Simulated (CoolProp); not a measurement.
Vapour-liquid equilibrium of R143a (1) + R1234yf (2) at 1320 kPa; x and y are mole fractions of (1).

Model: multi-fluid Helmholtz-energy mixture model, Lemmon and Jacobsen 2000 and Lemmon 2022; pair parameters Bell 2016, in CoolProp.

### Question
Give the bubble temperature and the first vapour's composition at x = 0.65, 0.875, 0.95. Is there an azeotrope?

### Answer
x = 0.65: 306.6 K, y = 0.734; x = 0.875: 302.2 K, y = 0.911; x = 0.95: 300.8 K, y = 0.965. No azeotrope shows between x = 0.05 and 0.95.

Pair parameters are fitted to limited data, so mixtures are less certain than the pure fluids.
